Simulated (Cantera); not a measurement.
Charge: 1 mol FeS, 3.6 mol O₂, 0.035 mol H₂O, held at 1400 °C and 1.00 bar.

Cantera equilibrium calculation (NASA polynomials, part measured and part estimated; ideal gas, pure solids and liquids). Candidate condensed phases: Fe, FeO, Fe(OH)₂, Fe(OH)₃, FeS, FeSO₄, FeS₂, Fe₂O₃, Fe₂(SO₄)₃, Fe₃O₄, H₂O, H₂SO₄, S; 22 gas species. The numbers say what is thermodynamically allowed, not how fast it happens.

Q: What is the equilibrium state?

A: 
| Property | Value |
|---|---|
| x(O₂) | 0.640 |
| x(SO₂) | 0.343 |
| x(H₂O) | 0.0121 |
| x(SO₃) | 0.00465 |
| x(OH) | 0.000139 |
| x(O) | 2.68e-5 |
| x(SO) | 1.84e-6 |
| n(Fe₂O₃(s)) | 0.500 mol |
| gas amount | 2.878 mol |
| log10 activity of Fe(δ) (absent) | -6.03 |
| log10 activity of S(l) (absent) | -9.12 |
